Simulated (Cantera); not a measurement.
Hydrogen reduction and annealing atmospheres: Fe3O4 + H2 + H2O

Charge: 1 mol Fe3O4, 190 mol H2, 1 mol H2O, held at 1398.15 K and 31000 Pa.

Method: chemical equilibrium by Gibbs-energy minimisation in Cantera with the NASA 1993 tables (ideal gas, pure condensed phases). Candidate condensed phases: Fe, FeO, Fe(OH)2, Fe(OH)3, Fe2O3, Fe3O4, H2O; 12 gas species. Equilibrium is a limit: real reactors are often held back by kinetics, nucleation or transport.

```
Property                                  Result
-------------------------------------  ---------
x(H2)                                      0.974
x(H2O)                                    0.0262
x(H)                                     8.40e-6
n(Fe(γ))                                3.00 mol
gas amount                             191.0 mol
log10 activity of Fe(OH)2(s) (absent)      -8.70
log10 activity of Fe(OH)3(s) (absent)     -15.39
```
